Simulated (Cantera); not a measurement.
# MgO + N₂ (sublimation and decomposition of ceramics)

Charge: 1 mol MgO, 0.77 mol N₂, at 1575 °C and 1 atm.

Cantera equilibrium calculation (NASA polynomials, part measured and part estimated; ideal gas, pure solids and liquids). Candidate condensed phases: Mg, MgO; 13 gas species. Kinetics and transport are ignored.

```json
{
 "x(N₂)": "1.000",
 "x(Mg)": "1.21e-6",
 "x(NO)": "1.17e-6",
 "n(MgO(s))": "1.000 mol",
 "gas_amount": "0.7700 mol",
 "log10 activity of Mg(l) (absent)": "-7.17"
}
```
